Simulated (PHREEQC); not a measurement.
3.1 g of hydrous ferric oxide (600 m²/g; 0.2 weak and 0.005 strong sites per Fe, Dzombak-Morel constants, diffuse double layer) in 1 kg of water with 0.1 mol/kgw of an inert sodium salt and 0.0018 mol/kgw SrCl2, at 25 °C; the pH is set by adding NaOH or the inert anion's acid. Oxygen is held at 0.21 atm. The system is closed to CO2. No solid was allowed to form.

Model: ion-association model, wateq4f.dat, run in PHREEQC.

Question: Predict Sr sorbed (%), surface charge σ (C/m²) at pH = 4.88, 7.5, 9.

Answer: 
| pH | Sr sorbed (%) | surface charge σ (C/m²) |
|---|---|---|
| 4.88 | 0.0 | 0.232 |
| 7.5 | 8.2 | 0.026 |
| 9 | 57.5 | -0.019 |

Species that the database lacks are ignored. The oxide is taken as insoluble; below pH 4 it would dissolve.
